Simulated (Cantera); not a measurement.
An adiabatic, constant-volume homogeneous reactor starts with CH₄ : O₂ : N₂ = 1 : 1.05 : 3.96 (molar parts), equivalence ratio 1.9, at 1100 K and 5.00 bar. Integrator tolerance rtol = 1e-08.

Cantera simulation using GRI-Mech 3.0 (53 species, 325 reactions); the numbers are that mechanism's predictions, not measurements.

What does this change do: initial temperature 1100 to 1075 K?


| quantity | before | after |
|---|---|---|
| time of steepest temperature rise | 53.2 ms | 76.7 ms |
| temperature at 6.00 s | 2577 K | 2558 K |
| equilibrium temperature | 2577 K | 2558 K |
| x(CH₄) at 6.00 s | 1.23e-9 (gas-phase equilibrium 1.38e-9) | 1.37e-9 (gas-phase equilibrium 1.54e-9) |
| x(O₂) at 6.00 s | 4.86e-6 (gas-phase equilibrium 4.86e-6) | 4.00e-6 (gas-phase equilibrium 4.00e-6) |
| x(CH₂) at 6.00 s | 2.26e-11 (gas-phase equilibrium 2.50e-11) | 2.10e-11 (gas-phase equilibrium 2.33e-11) |
| x(H₂) at 6.00 s | 0.146 (gas-phase equilibrium 0.146) | 0.146 (gas-phase equilibrium 0.146) |
| x(NO) at 6.00 s | 0.000107 (gas-phase equilibrium 0.000107) | 9.43e-5 (gas-phase equilibrium 9.43e-5) |
